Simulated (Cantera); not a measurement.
Reactions in the system Cr-N-O

Standard-state values (1 bar) from the NASA 1993 polynomials, evaluated with Cantera. Values are per mole of reaction as written; species without (g) are pure solids or liquids, kept so even where they would boil at 1 bar.

3 Cr2N + NO2(g) = 2 N2O(g) + 6 Cr

```csv
T (K),ΔH° (kJ),ΔS° (J/K),ΔG° (kJ),log10 K
425,502.9,139.4,443.7,-54.53
625,498.4,130.7,416.7,-34.83
825,493.9,124.4,391.3,-24.77
1025,489.2,119.3,366.9,-18.70
1225,485.2,115.8,343.4,-14.64
1425,482.8,113.9,320.5,-11.75
1625,482.3,113.5,297.8,-9.57
1825,484.0,114.5,275.0,-7.87
```
